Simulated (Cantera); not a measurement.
Feed: 1 mol CaO, 34 mol HF, 12 mol H₂, equilibrated at 2600 Pa.

Cantera equilibrium calculation (NASA polynomials, part measured and part estimated; ideal gas, pure solids and liquids). Candidate condensed phases: Ca, CaF₂, CaO, Ca(OH)₂, H₂O; 29 gas species. Equilibrium is a limit: real reactors are often held back by kinetics, nucleation or transport.

Which condensed phases are stable at each of these points (T (°C)): 427, 527, 627, 727, 827, 927, 1027, 1127, 1227, 1327, 1427?


```csv
T (°C),condensed phases,Ca condensed (%)
427,CaF₂(s),100.0
527,CaF₂(s),100.0
627,CaF₂(s),100.0
727,CaF₂(s),100.0
827,CaF₂(s),100.0
927,CaF₂(s),100.0
1027,CaF₂(s),100.0
1127,CaF₂(s),100.0
1227,CaF₂(s),99.6
1327,CaF₂(s),97.3
1427,CaF₂(l),84.9
```

From 427 °C to 1327 °C the condensed part is CaF₂(s). At 1427 °C the condensed part is CaF₂(l).
